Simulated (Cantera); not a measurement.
Mixture: 5.25 % CH4, 19.4 % O2, 73.0 % N2, 2.26 % H2O, equivalence ratio 0.54, at 12800 Torr, adiabatic and at constant pressure. Ignition delay is the time to a rise of 400 K.

Model: GRI-Mech 3.0 (53 species, 325 reactions), integrated in Cantera. The pressure lies above the range GRI-Mech 3.0 was tuned for (to about 10 atm).

Predict: delay at 1025 K; delay at 1125 K; delay at 1225 K; delay at 1325 K; delay at 1425 K; apparent activation energy between 1325 and 1425 K.


| Property | Value |
|---|---|
| delay at 1025 K | 27.7 ms |
| delay at 1125 K | 5.76 ms |
| delay at 1225 K | 1.58 ms |
| delay at 1325 K | 0.521 ms |
| delay at 1425 K | 0.194 ms |
| apparent activation energy between 1325 and 1425 K | 160 kJ/mol |
